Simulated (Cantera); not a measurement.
Feed: 1 mol Si₃N₄, 4.4 mol Cl₂, 17 mol H₂, at 873 K and 0.260 bar.

Equilibrium computed with Cantera from the NASA thermochemical tables; the gas is ideal and each condensed phase is pure. Candidate condensed phases: NH₄Cl, Si, Si₃N₄; 28 gas species. The numbers say what is thermodynamically allowed, not how fast it happens.

What is the equilibrium state?


```json
{
  "x(H₂)": "0.675",
  "x(HCl)": "0.259",
  "x(SiCl₄)": "0.0391",
  "x(N₂)": "0.0262",
  "x(SiHCl₃)": "0.000218",
  "x(NH₃)": "3.54e-5",
  "x(SiCl₃)": "1.39e-6",
  "n(Si₃N₄(s))": "0.723 mol",
  "gas_amount": "21.12 mol",
  "log10 activity of Si(s) (absent)": "-7.64"
}
```
